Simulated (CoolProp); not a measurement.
20 sccm (0 °C, 1 atm) of nitrogen bubbles through liquid octamethyltrisiloxane (MDM) at 284.3 K and leaves saturated at a total pressure of 0.00427 MPa (ideal gas phase). Each further row changes one setting.

Model: reference Helmholtz-energy equation of state, Thol 2017, in CoolProp.

```json
[
 {"case": "as stated", "vapour pressure (kPa)": "0.191", "mole fraction of vapour": "0.0446", "delivery (mg/min)": "9.86", "delivery (sccm)": "___", "change of delivery for a bath 1 K warmer (%)": "___"},
 {"case": "bath temperature 289.3 K", "vapour pressure (kPa)": "___", "mole fraction of vapour": "___", "delivery (mg/min)": "14.4", "delivery (sccm)": "___", "change of delivery for a bath 1 K warmer (%)": "7.8"},
 {"case": "total pressure 0.00854 MPa", "vapour pressure (kPa)": "0.191", "mole fraction of vapour": "0.0223", "delivery (mg/min)": "___", "delivery (sccm)": "___", "change of delivery for a bath 1 K warmer (%)": "7.8"}
]
```

Problem. What belongs in the gaps?

Solution. 
- as stated, delivery (sccm): 0.934
- as stated, change of delivery for a bath 1 K warmer (%): 8.0
- bath temperature 289.3 K, vapour pressure (kPa): 0.273
- bath temperature 289.3 K, mole fraction of vapour: 0.0640
- bath temperature 289.3 K, delivery (sccm): 1.37
- total pressure 0.00854 MPa, delivery (mg/min): 4.82
- total pressure 0.00854 MPa, delivery (sccm): 0.456
